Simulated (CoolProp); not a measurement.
Diethyl ether along the isobar 116 bar: density (kg/m³) from the reference equation and from simpler models built on Tc = 467.9 K, pc = 37.17 bar, ω = 0.282; each cubic takes its own stable root.

Computed with CoolProp (reference Helmholtz-energy equation of state, Thol 2014).

| T (K) | phase | reference | Redlich-Kwong | Soave-Redlich-Kwong | Peng-Robinson |
|---|---|---|---|---|---|
| 342.5 | liquid | 674.7 | 605.1 | 623.6 | 702.2 |
| 368.2 | liquid | 644.9 | 578.0 | 595.6 | 670.7 |
| 393.9 | liquid | 613.1 | 549.0 | 564.5 | 635.1 |
| 419.6 | liquid | 578.9 | 517.9 | 529.9 | 595.0 |
| 445.3 | liquid | 541.8 | 484.8 | 491.3 | 549.7 |
| 470.9 | supercritical | 501.0 | 449.7 | 448.7 | 499.1 |
| 496.6 | supercritical | 455.4 | 412.4 | 402.0 | 443.4 |
| 522.3 | supercritical | 404.8 | 373.8 | 353.1 | 385.4 |
| 548 | supercritical | 351.6 | 335.2 | 306.2 | 330.7 |
